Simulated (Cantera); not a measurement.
## Thermodynamics of carbon deposition, reforming and gasification, feed CO + CO2 + N2

A closed system holds: 1 mol CO, 0.87 mol CO2, 3.4 mol N2, equilibrated at 502 °C and 0.100 bar.

These are equilibrium values from Cantera (NASA tables, ideal gas, pure condensed phases), not measurements of a reactor. Candidate condensed phases: C; 24 gas species. The numbers say what is thermodynamically allowed, not how fast it happens.

```yaml
x(N2): 0.677
x(CO2): 0.223
x(CO): 0.0990
n(C(graphite)): 0.252 mol
gas_amount: 5.018 mol
```
